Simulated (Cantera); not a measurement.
Feed: 1 mol SiH₄, 5.9 mol NH₃, held at 458 Torr.

Cantera equilibrium calculation (NASA polynomials, part measured and part estimated; ideal gas, pure solids and liquids). Candidate condensed phases: Si, Si₃N₄; 18 gas species. The numbers say what is thermodynamically allowed, not how fast it happens.

### Question
At 1573 K, list the 3 most abundant gas species with their mole fractions, and the condensed phases.

### Answer
H₂ 0.826, N₂ 0.174, H 4.73e-5. Condensed: Si₃N₄(s).
